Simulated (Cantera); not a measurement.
Charge: 1 mol c-C4F8, 0.064 mol CH4, 1.2 mol H2, at 2325 K and 1.33 mbar.

Equilibrium computed with Cantera from the NASA thermochemical tables; the gas is ideal and each condensed phase is pure. Candidate condensed phases: C, C6H6, C7H8, C8H18; 95 gas species. The feed counts by its element totals alone. Gases not in the tables: C2F6 and larger saturated fluorocarbons. Rates play no part.

**Question.** What is the equilibrium state?

**Answer.** 
```json
{
 "x(F)": "0.481",
 "x(HF)": "0.378",
 "x(CF2)": "0.130",
 "x(CF)": "0.00877",
 "x(CF4)": "0.00181",
 "x(CF3)": "0.000879",
 "x(H)": "9.13e-5",
 "x(C3)": "1.98e-5",
 "x(C)": "9.38e-6",
 "n(C(graphite))": "3.07 mol",
 "gas_amount": "7.034 mol"
}
```
